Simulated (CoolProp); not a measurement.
Vapour-liquid equilibrium of CHF3 (R23) (1) + R22 (2) at 1.28 bar; x and y are mole fractions of (1).

The numbers come from the multi-fluid Helmholtz-energy mixture model, Penoncello 2003 and Kamei 1995; pair parameters Bell 2016 in CoolProp.

| x | bubble temperature, mixture model (°C) | bubble temperature, Raoult's law (°C) | y, mixture model | y, Raoult's law |
|---|---|---|---|---|
| 0.05 | -42.5 | -41.3 | 0.294 | 0.263 |
| 0.15 | -52.3 | -49.8 | 0.606 | 0.566 |
| 0.25 | (withheld) | -56.0 | 0.753 | 0.726 |
| 0.35 | (withheld) | -60.9 | (withheld) | 0.819 |
| 0.45 | -67.1 | -64.8 | (withheld) | 0.878 |
| 0.55 | -69.7 | -68.0 | 0.913 | 0.918 |
| 0.65 | -71.9 | -70.8 | 0.938 | 0.947 |
| 0.75 | -73.8 | -73.1 | 0.957 | 0.967 |
| 0.85 | (withheld) | -75.2 | 0.975 | 0.983 |
| 0.95 | -77.1 | -77.0 | 0.992 | 0.995 |

Fill in the missing entries.


- 0.25, bubble temperature, mixture model (°C): -58.9
- 0.35, bubble temperature, mixture model (°C): -63.6
- 0.35, y, mixture model: 0.832
- 0.45, y, mixture model: 0.880
- 0.85, bubble temperature, mixture model (°C): -75.5

The largest gap from Raoult's law is -2.9 K in bubble temperature, at x = 0.25. No azeotrope shows between x = 0.05 and 0.95.

The pair parameters rest on a limited set of measurements; away from them the model extrapolates.
